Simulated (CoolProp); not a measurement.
Saturated liquid density (kg/m³) of chlorine: the reference equation beside estimates from Tc = 143.7 °C, pc = 7642 kPa, ω = 0.070. Rackett uses Z = 0.29056 − 0.08775 ω.

The numbers come from the reference Helmholtz-energy equation of state, Thol 2021 in CoolProp.

```tsv
T (°C)	reference	Rackett	van der Waals	Redlich-Kwong	Soave-Redlich-Kwong	Peng-Robinson
-26.55	1543	1455	969.2	1428	1425	1609
-16.15	1514	1430	952.7	1400	1398	1579
-5.75	1484	1404	935.6	1370	1370	1549
4.65	1454	1378	917.7	1339	1340	1516
15.05	1423	(withheld)	899.1	1306	1309	1481
25.45	(withheld)	1322	879.5	1271	(withheld)	1445
35.75	1359	1292	859.2	1235	1240	1406
46.15	1324	(withheld)	837.5	1196	1203	1363
```

**Question.** Complete the blanks.

**Answer.** 
- 15.05, Rackett: 1350
- 25.45, reference: 1391
- 25.45, Soave-Redlich-Kwong: 1275
- 46.15, Rackett: 1261

Absolute difference from the reference over all 8 rows, mean and median: Rackett 5.2 and 5.2 %, van der Waals 36.9 and 36.9 %, Redlich-Kwong 8.3 and 8.1 %, Soave-Redlich-Kwong 8.1 and 7.9 %, Peng-Robinson 3.9 and 4.2 %.
